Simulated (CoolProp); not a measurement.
Vapour-liquid equilibrium of propane (1) + n-pentane (2) at 4.99 bar; x and y are mole fractions of (1).

Computed with CoolProp (multi-fluid Helmholtz-energy mixture model, Lemmon 2009 and Thol 2019; pair parameters Kunz 2012).

| x | bubble temperature, mixture model (°C) | bubble temperature, Raoult's law (°C) | y, mixture model | y, Raoult's law |
|---|---|---|---|---|
| 0.05 | 80.8 | 79.4 | 0.256 | 0.310 |
| 0.125 | 65.6 | 64.1 | 0.519 | 0.577 |
| 0.2 | 53.4 | 52.5 | 0.680 | 0.724 |
| 0.275 | 43.7 | 43.3 | 0.779 | 0.813 |
| 0.35 | 35.9 | 35.7 | 0.843 | 0.869 |
| 0.425 | 29.5 | 29.5 | 0.885 | 0.907 |
| 0.5 | 24.1 | 24.2 | 0.915 | 0.934 |
| 0.575 | 19.6 | 19.6 | 0.937 | 0.953 |
| 0.65 | 15.6 | 15.5 | 0.954 | 0.967 |
| 0.725 | 12.1 | 12.0 | 0.967 | 0.977 |
| 0.8 | 9.0 | 8.8 | 0.978 | 0.986 |
| 0.875 | 6.1 | 5.9 | 0.987 | 0.992 |
| 0.95 | 3.4 | 3.3 | 0.995 | 0.997 |

The largest gap from Raoult's law is +1.5 K in bubble temperature, at x = 0.125. No azeotrope shows between x = 0.05 and 0.95.

The pair parameters rest on a limited set of measurements; away from them the model extrapolates.
